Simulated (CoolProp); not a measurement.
R1234ze(Z) along the isotherm 440 K: density (kg/m³) from the reference equation and from simpler models built on Tc = 423.3 K, pc = 3.531 MPa, ω = 0.327; each cubic takes its own stable root.

Computed with CoolProp (reference Helmholtz-energy equation of state, Akasaka 2019).

```json
[
 {"p (MPa)": "0.0279", "phase": "gas", "reference": "0.8720"},
 {"p (MPa)": "0.0421", "phase": "gas", "reference": "1.318"},
 {"p (MPa)": "0.0635", "phase": "gas", "reference": "1.991"},
 {"p (MPa)": "0.0958", "phase": "gas", "reference": "3.013"},
 {"p (MPa)": "0.145", "phase": "gas", "reference": "4.582"},
 {"p (MPa)": "0.218", "phase": "gas", "reference": "6.937"},
 {"p (MPa)": "0.329", "phase": "gas", "reference": "10.58"},
 {"p (MPa)": "0.496", "phase": "gas", "reference": "16.23"},
 {"p (MPa)": "0.749", "phase": "gas", "reference": "25.16"},
 {"p (MPa)": "1.13", "phase": "gas", "reference": "39.64"},
 {"p (MPa)": "1.7", "phase": "gas", "reference": "64.14"},
 {"p (MPa)": "2.57", "phase": "gas", "reference": "111.4"},
 {"p (MPa)": "3.88", "phase": "supercritical", "reference": "240.4"},
 {"p (MPa)": "5.85", "phase": "supercritical", "reference": "670.5"},
 {"p (MPa)": "8.83", "phase": "supercritical", "reference": "794.7"}
]
```

Problem. How far does each simpler model (ideal gas, van der Waals, Peng-Robinson) lie from the reference over these 15 states: mean and median of the absolute difference, and the worst?

Solution. 
- ideal gas: mean 17.7 %, median 4.7 %, worst -72.8 % at 440 K and 5.85 MPa
- van der Waals: mean 5.1 %, median 0.5 %, worst -32.5 % at 440 K and 8.83 MPa
- Peng-Robinson: mean 2.2 %, median 0.1 %, worst -16.8 % at 440 K and 5.85 MPa
